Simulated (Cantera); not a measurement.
A closed system holds: 1 mol B2O3, 2.2 mol NH3, 27 mol N2, held at 1600 K and 0.320 bar.

Cantera equilibrium calculation (NASA polynomials, part measured and part estimated; ideal gas, pure solids and liquids). Candidate condensed phases: B, BN, B2O3, B3O3H3, H2O; 39 gas species. Mutual solubility and eutectic melting of coexisting phases are not modelled. Gases not in the tables: H3BO3. Kinetics and transport are ignored.

Base state: N2 0.893, H2 0.103, HBO2 0.00221, H2O 0.000507, B2O3 0.000458, HBO 0.000438, H 3.09e-5, B2O2 1.08e-5 (mole fractions); condensed: BN(s) + B2O3(l).

Q: What changes in the equilibrium state with this change: B2O3 replaced by BCl3?

A: 
| species | before | after |
|---|---|---|
| N2 | 0.893 | 0.852 |
| HCl | 0 | 0.0925 |
| H2 | 0.103 | 0.0556 |
| BCl3 | 0 | 3.21e-5 |
| HBO2 | 0.00221 | 0 |
| H2O | 0.000507 | 0 |
| BN(s), mol | 0.0289 | 0.999 |
| B2O3(l), mol | 0.929 | 0 |
Further candidate phases: NH4Cl.
